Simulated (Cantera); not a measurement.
A closed system holds: 1 mol Si2H6, 0.006 mol Cl2, 64 mol H2, held at 1375 °C and 51.0 mbar.

These are equilibrium values from Cantera (NASA tables, ideal gas, pure condensed phases), not measurements of a reactor. Candidate condensed phases: Si; 19 gas species. The feed counts by its element totals alone. The numbers say what is thermodynamically allowed, not how fast it happens.

Base state: H2 0.999, H 0.000394, HCl 0.000179 (mole fractions); condensed: Si(s).

What changes in the equilibrium state with this change: Cl2 from 0.006 to 0.3 mol?


```json
[
 {"species": "H2", "before": "0.999", "after": "0.991"},
 {"species": "HCl", "before": "0.000179", "after": "0.00840"},
 {"species": "H", "before": "0.000394", "after": "0.000393"},
 {"species": "SiCl2", "before": "1.14e-7", "after": "0.000253"},
 {"species": "Si(s), mol", "before": "2.00", "after": "1.98"}
]
```
